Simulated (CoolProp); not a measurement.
A simple Rankine cycle with benzene: condensing at 317.15 K, boiler at 0.964 MPa, turbine inlet 489.6 K, turbine efficiency 0.7, pump efficiency 0.6, no recuperator. Each further row changes one setting.

Model: reference Helmholtz-energy equation of state, Thol 2012, in CoolProp.

```json
[
 {"case": "as stated", "thermal efficiency (%)": "16.4", "net work (kJ/kg)": "107", "heat in (kJ/kg)": "650", "turbine exit temperature (K)": "410.8", "volume ratio over the turbine": "31.8"},
 {"case": "turbine inlet 509.6 K", "thermal efficiency (%)": "16.4", "net work (kJ/kg)": "113", "heat in (kJ/kg)": "688", "turbine exit temperature (K)": "431.6", "volume ratio over the turbine": "31.5"},
 {"case": "condensing temperature 309.15 K", "thermal efficiency (%)": "17.4", "net work (kJ/kg)": "116", "heat in (kJ/kg)": "664", "turbine exit temperature (K)": "404.5", "volume ratio over the turbine": "43.5"},
 {"case": "boiler pressure 0.675 MPa", "thermal efficiency (%)": "15.1", "net work (kJ/kg)": "99.1", "heat in (kJ/kg)": "657", "turbine exit temperature (K)": "420.7", "volume ratio over the turbine": "21.9"},
 {"case": "turbine efficiency 0.6", "thermal efficiency (%)": "14.0", "net work (kJ/kg)": "91.2", "heat in (kJ/kg)": "650", "turbine exit temperature (K)": "421.0", "volume ratio over the turbine": "32.6"}
]
```
